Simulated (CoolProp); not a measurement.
Vapour-liquid equilibrium of o-xylene (1) + n-undecane (2) at 231.45 °C; x and y are mole fractions of (1).

Computed with CoolProp (multi-fluid Helmholtz-energy mixture model, Zhou 2012 and Aleksandrov 2011; pair parameters Bell 2016).

```csv
x,bubble pressure (MPa),y at the bubble point,dew pressure at overall composition x (MPa),liquid density (mol/L)
0.05,0.2433,0.110,0.2334,3.702
0.125,0.2708,0.253,0.2459,3.838
0.2,0.2995,0.374,0.2599,3.982
0.275,0.3291,0.478,0.2756,4.135
0.35,0.3595,0.566,0.2932,4.299
0.425,0.3907,0.643,0.3133,4.474
0.5,0.4225,0.709,0.3363,4.661
0.575,0.4549,0.768,0.3629,4.862
0.65,0.4878,0.820,0.3940,5.078
0.725,0.5213,0.866,0.4307,5.312
0.8,0.5554,0.907,0.4748,5.565
0.875,0.5899,0.945,0.5285,5.839
0.95,0.6249,0.979,0.5948,6.139
```

No azeotrope shows between x = 0.05 and 0.95.

The pair parameters rest on a limited set of measurements; away from them the model extrapolates.
